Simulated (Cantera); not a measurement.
A closed system holds: 1 mol Si, 0.059 mol N2O, 220 mol H2, equilibrated at 0.00100 bar.

Equilibrium computed with Cantera from the NASA thermochemical tables; the gas is ideal and each condensed phase is pure. Candidate condensed phases: H2O, Si, SiO2, Si2N2O, Si3N4; 35 gas species. Mutual solubility and eutectic melting of coexisting phases are not modelled. Gases not in the tables: Si2H6 and higher silanes. Equilibrium is a limit: real reactors are often held back by kinetics, nucleation or transport.

x: gas mole fraction; n: condensed amount in mol.

| T (°C) | x H2 | x H | x Si | x N2 | x SiO | x SiH | n Si(s) | n Si2N2O(s) | n Si(l) |
|---|---|---|---|---|---|---|---|---|---|
| 650 | 1.00 | 7.74e-9 | <1e-12 | 5.18e-12 | 6.28e-12 | <1e-12 | 0.882 | 0.0590 | 0 |
| 750 | 1.00 | ? | <1e-12 | ? | ? | 1.06e-12 | 0.882 | 0.0590 | 0 |
| 850 | 1.000 | 1.35e-6 | 6.44e-11 | 9.22e-8 | 9.23e-8 | 5.17e-11 | 0.882 | 0.0590 | 0 |
| 950 | 1.000 | 9.51e-6 | 3.22e-9 | 3.52e-6 | 3.52e-6 | 1.32e-9 | 0.883 | 0.0582 | 0 |
| 1050 | 1.000 | ? | ? | ? | ? | ? | 0.899 | ? | 0 |
| 1150 | 0.999 | 0.000210 | 1.53e-6 | 0.000268 | 0.000268 | 2.17e-7 | 0.940 | 0 | 0 |
| 1250 | 0.999 | 0.000730 | 1.80e-5 | 0.000268 | 0.000268 | 1.67e-6 | 0.936 | 0 | 0 |
| 1350 | 0.997 | 0.00218 | 0.000156 | 0.000268 | 0.000268 | 9.91e-6 | 0.903 | 0 | 0 |
| 1450 | 0.993 | 0.00575 | 0.000983 | 0.000267 | 0.000267 | 4.46e-5 | 0 | 0 | 0.707 |
| 1550 | 0.982 | 0.0136 | 0.00400 | 0.000264 | 0.000265 | 0.000134 | 0 | 0 | 0 |
| 1650 | 0.966 | 0.0293 | 0.00406 | 0.000263 | 0.000263 | 0.000103 | 0 | 0 | 0 |
| 1750 | 0.937 | 0.0581 | 0.00404 | 0.000259 | 0.000259 | 7.95e-5 | 0 | 0 | 0 |
| 1850 | 0.889 | 0.107 | 0.00396 | 0.000252 | 0.000253 | 6.10e-5 | 0 | 0 | 0 |
| 1950 | 0.813 | 0.183 | 0.00382 | 0.000242 | 0.000243 | 4.61e-5 | 0 | 0 | 0 |

Task: What belongs in the gaps?

Result: 
- 750, x H: 1.31e-7
- 750, x N2: 1.17e-9
- 750, x SiO: 1.18e-9
- 1050, x H: 5.01e-5
- 1050, x Si: 8.87e-8
- 1050, x N2: 7.66e-5
- 1050, x SiO: 7.66e-5
- 1050, x SiH: 2.06e-8
- 1050, n Si2N2O(s): 0.0422
